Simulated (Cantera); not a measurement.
Charge: 1 mol CuO, 2.7 mol HF, 4.6 mol H₂, equilibrated at 1723.15 K and 1.33 mbar.

Cantera equilibrium calculation (NASA polynomials, part measured and part estimated; ideal gas, pure solids and liquids). Candidate condensed phases: Cu, CuF₂, CuO, Cu(OH)₂, Cu₂O, H₂O; 27 gas species. Kinetics and transport are ignored.

Base state: H₂ 0.433, HF 0.324, H₂O 0.120, Cu 0.119, H 0.00329, CuF 0.00149, Cu₂ 0.000119, OH 5.02e-5 (mole fractions); condensed: gas only.

What changes in the equilibrium state with this change: temperature from 1723.15 K to 948 K?


```json
[
 {"species": "H₂", "before": "0.433", "after": "0.493"},
 {"species": "HF", "before": "0.324", "after": "0.370"},
 {"species": "H₂O", "before": "0.120", "after": "0.137"},
 {"species": "Cu", "before": "0.119", "after": "1.30e-9"},
 {"species": "CuF", "before": "0.00149", "after": "1.39e-9"},
 {"species": "H", "before": "0.00329", "after": "1.01e-8"},
 {"species": "Cu₂", "before": "0.000119", "after": "<1e-9"},
 {"species": "Cu(s), mol", "before": "0", "after": "1.00"}
]
```
